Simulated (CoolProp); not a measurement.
CH3F (R41) along the isobar 0.737 MPa: fugacity coefficient from the reference equation and from simpler models built on Tc = 317.3 K, pc = 5.906 MPa, ω = 0.200; each cubic takes its own stable root.

Model: reference Helmholtz-energy equation of state, Lemmon 2006, in CoolProp. It is a short technical equation, of lower accuracy than the large ones.

| T (K) | phase | reference | Redlich-Kwong | Soave-Redlich-Kwong | Peng-Robinson |
|---|---|---|---|---|---|
| 193.6 | liquid | 0.1255 | 0.1926 | 0.1233 | 0.1251 |
| 205.5 | liquid | 0.2291 | 0.3384 | 0.2302 | 0.2310 |
| 217.4 | liquid | 0.3859 | 0.5473 | 0.3947 | 0.3929 |
| 229.3 | liquid | 0.6080 | 0.8268 | 0.6303 | 0.6237 |
| 241.2 | gas | 0.8749 | 0.9090 | 0.9030 | 0.8976 |
| 253.1 | gas | 0.8952 | 0.9203 | 0.9156 | 0.9103 |
| 265 | gas | 0.9109 | 0.9298 | 0.9263 | 0.9211 |
| 276.9 | gas | 0.9234 | 0.9379 | 0.9354 | 0.9303 |
| 288.8 | gas | 0.9336 | 0.9448 | 0.9432 | 0.9383 |
| 300.7 | gas | 0.9420 | 0.9508 | 0.9499 | 0.9451 |
| 312.6 | gas | 0.9490 | 0.9560 | 0.9557 | 0.9511 |
| 324.5 | gas | 0.9549 | 0.9605 | 0.9608 | 0.9563 |
| 336.4 | gas | 0.9599 | 0.9644 | 0.9652 | 0.9609 |
| 348.3 | gas | 0.9643 | 0.9679 | 0.9691 | 0.9649 |
| 360.2 | gas | 0.9680 | 0.9709 | 0.9725 | 0.9685 |
| 372.1 | gas | 0.9713 | 0.9736 | 0.9755 | 0.9716 |
